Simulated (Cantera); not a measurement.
An isothermal, constant-pressure homogeneous reactor starts with H2 : O2 = 0.022 : 1 (molar parts), at 1300 K and 0.0133 bar. Integrator tolerance rtol = 1e-08.

Computed with Cantera and the H2/O2 subset of GRI-Mech 3.0, which has no nitrogen chemistry. Radical loss at walls, strong at low pressure, is not modelled.

Task: What does this change do: pressure from 0.0133 bar to 0.00330 bar?

Result: 
| quantity | before | after |
|---|---|---|
| x(H2) at 4.00 s | 7.10e-7 (gas-phase equilibrium 1.66e-8) | 4.67e-5 (gas-phase equilibrium 3.34e-8) |
| x(O2) at 4.00 s | 0.978 (gas-phase equilibrium 0.978) | 0.973 (gas-phase equilibrium 0.978) |
| x(H) at 4.00 s | 3.43e-7 (gas-phase equilibrium 1.24e-9) | 0.000190 (gas-phase equilibrium 3.55e-9) |
| x(OH) at 4.00 s | 0.000138 (gas-phase equilibrium 2.12e-5) | 0.00112 (gas-phase equilibrium 3.01e-5) |
| x(O) at 4.00 s | 6.48e-5 (gas-phase equilibrium 1.53e-6) | 0.00439 (gas-phase equilibrium 3.07e-6) |
| x(H2O) at 4.00 s | 0.0217 (gas-phase equilibrium 0.0217) | 0.0210 (gas-phase equilibrium 0.0217) |
| x(HO2) at 4.00 s | 3.91e-8 (gas-phase equilibrium 1.88e-8) | 1.65e-7 (gas-phase equilibrium 1.33e-8) |
